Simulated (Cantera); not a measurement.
Charge: 1 mol TiCl₄, a varied amount of O₂, 48 mol N₂, equilibrated at 350 °C and 10.5 Torr.

Equilibrium computed with Cantera from the NASA thermochemical tables; the gas is ideal and each condensed phase is pure. Candidate condensed phases: Ti, TiCl₂, TiCl₃, TiCl₄, TiN, TiO, TiO₂, Ti₂O₃, Ti₃O₅, Ti₄O₇; 21 gas species. Condensed phases not in the tables: TiOCl. Kinetics and transport are ignored.

Q: At 1.1 mol O₂, list the 3 most abundant gas species with their mole fractions, and the condensed phases.

A: N₂ 0.958, Cl₂ 0.0399, O₂ 0.00200. Condensed: TiO₂(rutile).
